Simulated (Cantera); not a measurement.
Feed: 1 mol TiO2, 5.1 mol CH4, 0.23 mol H2, held at 1100 Pa.

Cantera equilibrium calculation (NASA polynomials, part measured and part estimated; ideal gas, pure solids and liquids). Candidate condensed phases: C, C6H6, C7H8, C8H18, H2O, Ti, TiC, TiO, TiO2, Ti2O3, Ti3O5, Ti4O7; 113 gas species. Mutual solubility and eutectic melting of coexisting phases are not modelled. TiC: taken at fixed stoichiometry. Kinetics and transport are ignored.

Problem. Which condensed phases are stable at each of these points (T (K)): 1100, 1200, 1300, 1400, 1500, 1600, 1700, 1800, 1900, 2000?

Solution. 
```tsv
T (K)	condensed phases	Ti condensed (%)
1100	C(graphite) + Ti3O5(s)	100.0
1200	C(graphite) + TiC(s) + Ti3O5(s)	100.0
1300	C(graphite) + TiC(s)	100.0
1400	C(graphite) + TiC(s)	100.0
1500	C(graphite) + TiC(s)	100.0
1600	C(graphite) + TiC(s)	100.0
1700	C(graphite) + TiC(s)	100.0
1800	C(graphite) + TiC(s)	100.0
1900	C(graphite) + TiC(s)	100.0
2000	C(graphite) + TiC(s)	100.0
```

At 1100 K the condensed part is C(graphite) + Ti3O5(s). At 1200 K the condensed part is C(graphite) + TiC(s) + Ti3O5(s). From 1300 K to 2000 K the condensed part is C(graphite) + TiC(s).
